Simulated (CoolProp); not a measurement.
Saturation properties of R113 (Tc = 487.2 K, pc = 3392 kPa, ω = 0.253).

Computed with CoolProp (reference Helmholtz-energy equation of state, Marx 1992).

| T (K) | p (kPa) | liquid density (kg/m³) | vapour density (kg/m³) |
|---|---|---|---|
| 337.6 | 171.6 | 1466 | 12.18 |
| 345.9 | 217.6 | 1444 | 15.26 |
| 354.2 | 272.4 | 1422 | 18.91 |
| 362.5 | 337.2 | 1399 | 23.22 |
| 370.8 | 413.0 | 1375 | 28.28 |
| 379 | 499.8 | 1351 | 34.11 |
| 387.3 | 600.9 | 1326 | 40.97 |
| 395.6 | 716.4 | 1300 | 48.95 |
| 403.9 | 847.7 | 1273 | 58.22 |
| 412.2 | 996.0 | 1244 | 69.01 |
| 420.5 | 1163 | 1213 | 81.58 |
| 428.8 | 1349 | 1180 | 96.32 |
| 437.1 | 1557 | 1145 | 113.7 |
| 445.4 | 1788 | 1106 | 134.6 |

It boils at 320.7 K under 1 atm.
